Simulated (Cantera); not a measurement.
Input: 1 mol Si2Cl6, 0.18 mol Cl2, 22 mol H2, equilibrated at 1623.15 K and 1 atm.

These are equilibrium values from Cantera (NASA tables, ideal gas, pure condensed phases), not measurements of a reactor. Candidate condensed phases: Si; 19 gas species. The feed counts by its element totals alone. The tables' values for SiCl3 are old estimates; treat these amounts as uncertain. Equilibrium is a limit: real reactors are often held back by kinetics, nucleation or transport.

Base state: H2 0.825, HCl 0.110, SiCl2 0.0512, SiCl3 0.00748, SiHCl3 0.00297, SiCl4 0.00255, SiH2Cl2 0.000584, H 6.25e-5 (mole fractions); condensed: Si(s).

**Question.** What changes in the equilibrium state with this change: temperature from 1623.15 K to 1023 K?

**Answer.** 
| species | before | after |
|---|---|---|
| H2 | 0.825 | 0.915 |
| SiCl4 | 0.00255 | 0.0416 |
| SiHCl3 | 0.00297 | 0.0288 |
| HCl | 0.110 | 0.0112 |
| SiCl2 | 0.0512 | 0.000244 |
| H | 6.25e-5 | 3.93e-9 |
| SiCl3 | 0.00748 | 0.000694 |
| Si(s), mol | 0.383 | 0.274 |

**Question.** What changes in the equilibrium state with this change: temperature from 1623.15 K to 1100 K?

**Answer.** 
```
species       before     after
----------  --------  --------
H2             0.825     0.909
SiCl4        0.00255    0.0396
SiHCl3       0.00297    0.0270
HCl            0.110    0.0197
SiCl2         0.0512  0.000868
H            6.25e-5   2.45e-8
SiCl3        0.00748   0.00157
SiH2Cl2     0.000584   0.00220
SiH3Cl       3.44e-5   4.77e-5
Si(s), mol     0.383     0.321
```
